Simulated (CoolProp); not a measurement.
Properties of octamethyltrisiloxane (MDM) along the isotherm 521.8 K (Tc = 565.4 K, pc = 1438 kPa, ω = 0.528).

The numbers come from the reference Helmholtz-energy equation of state, Thol 2017 in CoolProp.

```json
[
 {"p (kPa)": "553", "phase": "gas", "cp (kJ/(kg K))": "(withheld)", "cv (kJ/(kg K))": "1.982", "fugacity coefficient": "(withheld)"},
 {"p (kPa)": "1110", "phase": "liquid", "cp (kJ/(kg K))": "(withheld)", "cv (kJ/(kg K))": "2.024", "fugacity coefficient": "0.5257"},
 {"p (kPa)": "1660", "phase": "liquid", "cp (kJ/(kg K))": "2.414", "cv (kJ/(kg K))": "2.021", "fugacity coefficient": "0.3718"},
 {"p (kPa)": "2210", "phase": "liquid", "cp (kJ/(kg K))": "2.384", "cv (kJ/(kg K))": "2.019", "fugacity coefficient": "0.2951"},
 {"p (kPa)": "2760", "phase": "liquid", "cp (kJ/(kg K))": "2.363", "cv (kJ/(kg K))": "2.017", "fugacity coefficient": "0.2494"},
 {"p (kPa)": "3320", "phase": "liquid", "cp (kJ/(kg K))": "2.346", "cv (kJ/(kg K))": "2.016", "fugacity coefficient": "0.2189"},
 {"p (kPa)": "3870", "phase": "liquid", "cp (kJ/(kg K))": "(withheld)", "cv (kJ/(kg K))": "2.014", "fugacity coefficient": "0.1980"},
 {"p (kPa)": "4420", "phase": "liquid", "cp (kJ/(kg K))": "2.322", "cv (kJ/(kg K))": "2.014", "fugacity coefficient": "0.1827"},
 {"p (kPa)": "4980", "phase": "liquid", "cp (kJ/(kg K))": "2.313", "cv (kJ/(kg K))": "2.013", "fugacity coefficient": "0.1709"},
 {"p (kPa)": "5530", "phase": "liquid", "cp (kJ/(kg K))": "2.305", "cv (kJ/(kg K))": "2.012", "fugacity coefficient": "0.1620"},
 {"p (kPa)": "6080", "phase": "liquid", "cp (kJ/(kg K))": "2.298", "cv (kJ/(kg K))": "2.012", "fugacity coefficient": "(withheld)"},
 {"p (kPa)": "6630", "phase": "liquid", "cp (kJ/(kg K))": "2.292", "cv (kJ/(kg K))": "2.011", "fugacity coefficient": "0.1496"},
 {"p (kPa)": "7190", "phase": "liquid", "cp (kJ/(kg K))": "(withheld)", "cv (kJ/(kg K))": "2.011", "fugacity coefficient": "(withheld)"}
]
```

**Question.** Fill in the missing entries.

**Answer.** 
- 553, cp (kJ/(kg K)): 2.104
- 553, fugacity coefficient: 0.8256
- 1110, cp (kJ/(kg K)): 2.460
- 3870, cp (kJ/(kg K)): 2.333
- 6080, fugacity coefficient: 0.1551
- 7190, cp (kJ/(kg K)): 2.287
- 7190, fugacity coefficient: 0.1452
